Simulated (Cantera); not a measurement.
Charge: 1 mol NH₃, 0.0092 mol SO₂, 0.91 mol H₂, at 7.50 Torr.

Method: chemical equilibrium by Gibbs-energy minimisation in Cantera with the NASA 1993 tables (ideal gas, pure condensed phases). Candidate condensed phases: H₂O, H₂SO₄, S; 35 gas species. Kinetics and transport are ignored.

x: gas mole fraction; nothing condenses.

```csv
T (K),x H₂,x N₂,x H,x H₂O,x H₂S,x S
1673,0.818,0.172,0.00103,0.00631,0.00220,___
1748,0.817,0.172,0.00207,0.00631,0.00186,___
1823,0.816,0.171,0.00391,0.00629,0.00151,___
1898,0.813,0.171,0.00705,0.00627,0.00120,___
1973,0.808,0.171,0.0121,0.00624,0.000919,___
2048,0.801,0.170,0.0200,0.00620,0.000683,___
2123,0.790,0.169,0.0319,0.00614,0.000490,___
2198,0.775,0.167,0.0490,0.00605,0.000340,___
```

Task: What belongs in the gaps?

Result: 
- 1673, x S: 3.87e-5
- 1748, x S: 8.45e-5
- 1823, x S: 0.000165
- 1898, x S: 0.000293
- 1973, x S: 0.000475
- 2048, x S: 0.000709
- 2123, x S: 0.000978
- 2198, x S: 0.00126
